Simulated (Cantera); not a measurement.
An isothermal plug-flow reactor at 875 K and 218 Torr (inlet), inlet velocity 1 m/s, active area per volume 900 1/m; feed CH4 : O2 : N2 = 0.006 : 0.012 : 0.79 (molar parts).

Computed with Cantera and Deutschmann's 1995 Pt surface mechanism with GRI-Mech 3.0 gas chemistry. Catalytic surfaces can have several steady states; this one follows from the mechanism file's or the stated starting coverage. Mass transfer to the wall is taken as infinitely fast.

One state of this run: x CH4 = 0.00674; x O2 = 0.0135; x H2O = 0.00136; x CO2 = 0.000679; x CO = 2.55e-6; θ free Pt = 0.222; θ O* = 0.778; θ OH* = 0.000626. x: gas mole fraction; θ: surface coverage.

Question: Which value of z (m) does it belong to?
(A) 0.0013
(B) 9.7e-05
(C) 0.0021
(D) 0.00027

Answer: A, 0.0013
